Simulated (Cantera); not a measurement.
Input: 1 mol Ti(OiPr)4, 0.63 mol O2, 450 mol H2, held at 1148 K and 10.0 mbar.

These are equilibrium values from Cantera (NASA tables, ideal gas, pure condensed phases), not measurements of a reactor. Candidate condensed phases: C, C6H6, C7H8, C8H18, H2O, Ti, TiC, TiO, TiO2, Ti2O3, Ti3O5, Ti4O7; 113 gas species. The feed counts by its element totals alone. TiC: taken at fixed stoichiometry. Rates play no part.

Base state: H2 0.989, CO 0.0112, CH4 0.000233 (mole fractions); condensed: C(graphite) + TiC(s).

Problem. What changes in the equilibrium state with this change: Ti(OiPr)4 replaced by TiCl4?

Solution. 
```json
[
 {"species": "H2", "before": "0.989", "after": "0.992"},
 {"species": "HCl", "before": "0", "after": "0.00789"},
 {"species": "TiCl3", "before": "0", "after": "0.000299"},
 {"species": "CO", "before": "0.0112", "after": "0"},
 {"species": "CH4", "before": "0.000233", "after": "0"},
 {"species": "TiCl4", "before": "0", "after": "1.62e-5"},
 {"species": "C(graphite), mol", "before": "5.63", "after": "0"},
 {"species": "TiC(s), mol", "before": "1.00", "after": "0"},
 {"species": "TiO(s), mol", "before": "0", "after": "0.0512"},
 {"species": "Ti2O3(s), mol", "before": "0", "after": "0.403"}
]
```
Mutual solubility and eutectic melting of coexisting phases are not modelled. TiO: taken at fixed stoichiometry. Condensed phases not in the tables: TiOCl. Further candidate phases: TiCl2, TiCl3, TiCl4.
